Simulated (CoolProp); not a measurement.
Vapour-liquid equilibrium of benzene (1) + n-octane (2) at 1090 kPa; x and y are mole fractions of (1).

The numbers come from the multi-fluid Helmholtz-energy mixture model, Thol 2012 and Beckmüller 2019; pair parameters Bell 2016 in CoolProp.

```
x      bubble temperature, mixture model (K)  bubble temperature, Raoult's law (K)  y, mixture model  y, Raoult's law
-----  -------------------------------------  ------------------------------------  ----------------  ---------------
0.05                                   508.6                                 508.4             0.089            0.112
0.125                                  502.7                                 502.5             0.215            0.257
0.2                                    497.0                                 497.0             0.331            0.380
0.275                                  491.5                                 491.9             0.434            0.485
0.35                                   486.5                                 487.2             0.525            0.575
0.425                                  481.8                                 482.8             0.604            0.653
0.5                                    477.6                                 478.7             0.674            0.720
0.575                                  473.7                                 474.8             0.736            0.778
0.65                                   470.1                                 471.1             0.791            0.830
0.725                                  466.8                                 467.7             0.841            0.875
0.8                                    463.8                                 464.4             0.887            0.914
0.875                                  460.9                                 461.3             0.931            0.950
0.95                                   458.3                                 458.4             0.973            0.981
```

The largest gap from Raoult's law is -1.1 K in bubble temperature, at x = 0.575. No azeotrope shows between x = 0.05 and 0.95.

The pair parameters rest on a limited set of measurements; away from them the model extrapolates. The gap from Raoult's law changes sign with composition, which may be real or a fault of the pair parameters; it wasn't checked against measurements.
